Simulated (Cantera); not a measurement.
Charge: 1 mol SiH4, 4.8 mol NO, equilibrated at 825 K and 14.3 Torr.

Method: chemical equilibrium by Gibbs-energy minimisation in Cantera with the NASA 1993 tables (ideal gas, pure condensed phases). Candidate condensed phases: H2O, Si, SiO2, Si2N2O, Si3N4; 35 gas species. Equilibrium is a limit: real reactors are often held back by kinetics, nucleation or transport.

Base state: N2 0.500, H2O 0.417, O2 0.0833 (mole fractions); condensed: SiO2(α-quartz).

Problem. What changes in the equilibrium state with this change: temperature from 825 K to 1725 K?

Solution. 
```json
[
 {"species": "N2", "before": "0.500", "after": "0.499"},
 {"species": "H2O", "before": "0.417", "after": "0.415"},
 {"species": "O2", "before": "0.0833", "after": "0.0821"},
 {"species": "OH", "before": "7.97e-9", "after": "0.00186"},
 {"species": "NO", "before": "1.52e-6", "after": "0.00159"},
 {"species": "H2", "before": "<1e-9", "after": "0.000273"},
 {"species": "O", "before": "<1e-9", "after": "0.000121"},
 {"species": "H", "before": "<1e-9", "after": "2.23e-5"},
 {"species": "SiO2(α-quartz), mol", "before": "1.00", "after": "0"},
 {"species": "SiO2(condensed), mol", "before": "0", "after": "1.00"}
]
```
The tables hold silica as quartz up to 1696 K and as liquid above; real silica turns to tridymite and cristobalite and melts near 1996 K.

Problem. What changes in the equilibrium state with this change: NO from 4.8 to 0.17 mol?

Solution. 
```json
[
 {"species": "H2", "before": "<1e-9", "after": "1.00"},
 {"species": "N2", "before": "0.500", "after": "<1e-9"},
 {"species": "H2O", "before": "0.417", "after": "<1e-9"},
 {"species": "O2", "before": "0.0833", "after": "<1e-9"},
 {"species": "SiO2(α-quartz), mol", "before": "1.00", "after": "0.0425"},
 {"species": "Si(s), mol", "before": "0", "after": "0.787"},
 {"species": "Si2N2O(s), mol", "before": "0", "after": "0.0850"}
]
```
